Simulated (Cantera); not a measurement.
Input: 1 mol Si₂Cl₆, 0.47 mol N₂, 77 mol H₂, held at 1.33 mbar.

Equilibrium computed with Cantera from the NASA thermochemical tables; the gas is ideal and each condensed phase is pure. Candidate condensed phases: NH₄Cl, Si, Si₃N₄; 28 gas species. The feed counts by its element totals alone. N₂ is the only nitrogen source here; it is nearly inert below about 1500 K, so the nitride shown seldom forms there in practice. Mutual solubility and eutectic melting of coexisting phases are not modelled. Kinetics and transport are ignored.

Over these rows the condensed part is Si(s) + Si₃N₄(s). Partial pressures as log10 of bar:

```csv
T (K),1000/T (1/K),log p SiCl₄,log p H₂,log p HCl
1075,0.9302,-5.35,-2.90,-4.20
1125,0.8889,-5.75,-2.90,-4.15
1175,0.8511,-6.22,-2.90,-4.13
1225,0.8163,-6.71,-2.90,-4.12
1275,0.7843,?,-2.90,-4.12
1325,0.7547,-7.62,-2.90,-4.13
```

Fit log p(SiCl₄) = a + b·(1000/T) to the five rows, give the apparent enthalpy, and predict the row at 1275 K.

Means: 1000/T = 0.8482, log p = -6.330. Sxy = 0.237022, Sxx = 0.0181488, so b = 13.06 and a = -6.330 − (13.06)×0.8482 = -17.41.
Apparent enthalpy: −19.145 × (13.06) = -250 kJ/mol. With the condensed phases at unit activity, Si(s) + 4 HCl(g) = SiCl₄(g) + 2 H₂(g) links this pressure to the main gases: over the six rows their terms move log p by +0.28 in all, so the slope isn't that reaction's ΔH° alone. The five rows lie within 0.09 of the line.
Prediction at 1275 K: -17.41 + (13.06)×0.7843 = -7.17. The computed value is -7.18, 0.01 from the line.
